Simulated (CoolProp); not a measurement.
Vapour-liquid equilibrium of 1-butene (1) + acetone (2) at 1.81 bar; x and y are mole fractions of (1).

Values from CoolProp's multi-fluid Helmholtz-energy mixture model, Lemmon 2005 and Lemmon 2006; pair parameters Bell 2016.

| x | bubble temperature (°C) | y at the bubble point | dew temperature at overall composition x (°C) | liquid density (mol/L) |
|---|---|---|---|---|
| 0.05 | 58.1 | 0.414 | ? | 12.66 |
| 0.15 | 37.4 | 0.741 | 69.0 | ? |
| 0.25 | 27.0 | 0.842 | 65.2 | 12.56 |
| 0.35 | 21.5 | 0.884 | 61.0 | 12.33 |
| 0.45 | 18.4 | 0.905 | 56.3 | 12.07 |
| 0.55 | 16.5 | 0.918 | 50.9 | 11.80 |
| 0.65 | 15.1 | 0.929 | ? | 11.54 |
| 0.75 | 13.7 | 0.941 | 36.6 | ? |
| 0.85 | 12.2 | 0.957 | 26.0 | ? |
| 0.95 | 10.5 | 0.982 | 12.8 | 10.90 |

Complete the blanks.


- 0.05, dew temperature at overall composition x (°C): 72.5
- 0.15, liquid density (mol/L): 12.71
- 0.65, dew temperature at overall composition x (°C): 44.6
- 0.75, liquid density (mol/L): 11.30
- 0.85, liquid density (mol/L): 11.08

No azeotrope shows between x = 0.05 and 0.95.

The pair parameters rest on a limited set of measurements; away from them the model extrapolates. With so large a gap from Raoult's law the liquid may split in two, which this calculation doesn't test in full.
